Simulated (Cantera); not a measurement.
Feed: 1 mol TEOS, 1 mol NO, a varied amount of N₂, equilibrated at 1327 °C and 0.133 bar.

These are equilibrium values from Cantera (NASA tables, ideal gas, pure condensed phases), not measurements of a reactor. Candidate condensed phases: C, C₆H₆, C₇H₈, C₈H₁₈, H₂O, Si, SiC, SiO₂, Si₂N₂O, Si₃N₄; 151 gas species. The feed counts by its element totals alone. The numbers say what is thermodynamically allowed, not how fast it happens.

x: gas mole fraction; n: condensed amount in mol.

```tsv
n(N₂) (mol)	x N₂	x H₂	x CO	x HCN	x SiO	x H	n C(graphite)	n Si₂N₂O(s)
5.2	0.264	0.507	0.228	0.000748	0.000184	0.000106	3.49	0.498
13	0.472	0.363	0.164	0.000848	0.000116	8.97e-5	3.48	0.498
21	0.591	0.281	0.127	0.000834	9.15e-5	7.90e-5	3.47	0.498
29	0.666	0.229	0.103	0.000800	7.79e-5	7.13e-5	3.47	0.498
37	0.718	0.194	0.0873	0.000763	6.90e-5	6.55e-5	3.46	0.498
45	0.756	0.168	0.0756	0.000729	6.25e-5	6.10e-5	3.46	0.498
52	0.782	___	___	0.000701	5.82e-5	5.77e-5	3.45	0.498
60	0.805	0.134	0.0604	0.000672	5.41e-5	5.45e-5	3.45	0.498
68	0.824	0.121	0.0545	0.000646	5.09e-5	5.18e-5	3.45	0.498
76	0.839	___	___	0.000622	4.81e-5	4.94e-5	3.44	0.498
84	0.852	0.101	0.0457	0.000601	4.58e-5	4.74e-5	3.44	0.498
92	0.864	0.0936	0.0422	0.000582	4.37e-5	4.55e-5	3.44	0.498
```

**Question.** Some entries are withheld; supply them.

**Answer.** 
- 52, x H₂: 0.150
- 52, x CO: 0.0676
- 76, x H₂: 0.110
- 76, x CO: 0.0497
